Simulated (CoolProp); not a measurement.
A single-stage vapour-compression cycle with R13: evaporating at 209.15 K (dew point), condensing at 271.15 K (bubble point), superheat 0 K, subcooling 0 K, compressor efficiency 0.8, no pressure losses. Each further row changes one setting.

The numbers come from the reference Helmholtz-energy equation of state, Platzer 1990 in CoolProp. This equation is an older, rougher fit; its heat capacities, sound speeds and derivatives of the liquid may be far off and weren't checked against measurements.

| case | cooling COP | pressure ratio | discharge temperature (K) | refrigerating effect (kJ/kg) | volumetric capacity (kJ/m³) |
|---|---|---|---|---|---|
| as stated | 1.72 | 7.94 | 303.7 | 76.1 | 1160 |
| evaporating temperature 214.15 K | 1.97 | 6.41 | 300.0 | 77.9 | 1460 |
| condensing temperature 266.15 K | 1.98 | 6.97 | 297.0 | 82.1 | 1260 |
| subcooling 5 K | 1.85 | 7.94 | 303.7 | 82.2 | 1260 |
| superheat 10 K | 1.74 | 7.94 | 314.5 | 81.9 | 1180 |
| compressor efficiency 0.7 | 1.50 | 7.94 | 311.6 | 76.1 | 1160 |
